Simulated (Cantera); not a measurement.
Cantera run:

```python
import numpy as np
import cantera as ct

gas_names = """
    B2O3 H NO HBO2 N2 OH O2
""".split()
cond_names = """
    BN(s) B(b) B(L)
""".split()


# ... load() reads the species with a 1 bar reference pressure and builds the phases ...
species = {s.name: s for s in load("nasa_gas.yaml", gas_names) + load("nasa_condensed.yaml", cond_names)}
# Each term lists the table entries of one substance; the one whose range holds T is used.
reactions = {
    '3 B2O3(g) + 5 H(g) + NO(g) = BN + 5 HBO2(g)':
        [(-3, ['B2O3']), (-5, ['H']), (-1, ['NO']), (1, ['BN(s)']), (5, ['HBO2'])],
    '3 H(g) + N2(g) + B2O3(g) = 2 BN + 3 OH(g)':
        [(-3, ['H']), (-1, ['N2']), (-1, ['B2O3']), (2, ['BN(s)']), (3, ['OH'])],
    '2 NO(g) + 2 B = 2 BN + O2(g)':
        [(-2, ['NO']), (-2, ['B(b)', 'B(L)']), (2, ['BN(s)']), (1, ['O2'])],
}


def pick(names, T):
    return next(species[n] for n in names if species[n].thermo.min_temp <= T <= species[n].thermo.max_temp)


results = []
for label, terms in reactions.items():
    print(label)
    print("     T/K   dH/kJ  dS/(J/K)   dG/kJ   log10 K")
    for T in [1825, 1925, 2025, 2125, 2225, 2325]:
        used = [(nu, pick(names, T)) for nu, names in terms]
        dH = sum(nu * s.thermo.h(T) for nu, s in used) / 1e6
        dS = sum(nu * s.thermo.s(T) for nu, s in used) / 1e3
        dG = dH - T * dS / 1e3
        logK = -dG * 1e6 / (ct.gas_constant * T * np.log(10))
        results.append((label, T, dH, dS, dG, logK, [s.name for _, s in used]))
        print(f"{T:8g} {dH:8.1f} {dS:8.1f} {dG:8.1f} {logK:8.2f}")
```

Output:

```
3 B2O3(g) + 5 H(g) + NO(g) = BN + 5 HBO2(g)
     T/K   dH/kJ  dS/(J/K)   dG/kJ   log10 K
    1825  -1806.3   -538.0   -824.4    23.59
    1925  -1808.5   -539.2   -770.5    20.91
    2025  -1810.6   -540.3   -716.5    18.48
    2125  -1812.4   -541.2   -662.5    16.28
    2225  -1814.2   -542.0   -608.3    14.28
    2325  -1815.9   -542.7   -554.1    12.45
3 H(g) + N2(g) + B2O3(g) = 2 BN + 3 OH(g)
     T/K   dH/kJ  dS/(J/K)   dG/kJ   log10 K
    1825   -218.2   -265.9    267.2    -7.65
    1925   -218.2   -265.9    293.8    -7.97
    2025   -218.1   -265.9    320.4    -8.26
    2125   -218.0   -265.9    347.0    -8.53
    2225   -217.9   -265.8    373.5    -8.77
    2325   -217.7   -265.7    400.1    -8.99
2 NO(g) + 2 B = 2 BN + O2(g)
     T/K   dH/kJ  dS/(J/K)   dG/kJ   log10 K
    1825   -680.3   -198.9   -317.3     9.08
    1925   -679.7   -198.6   -297.4     8.07
    2025   -679.2   -198.3   -277.6     7.16
    2125   -678.8   -198.1   -257.8     6.34
    2225   -678.4   -198.0   -238.0     5.59
    2325   -678.1   -197.8   -218.2     4.90
```

Standard-state values (1 bar) from the NASA 1993 polynomials, evaluated with Cantera. Condensed species are held in their standard states even where they would react or evaporate.
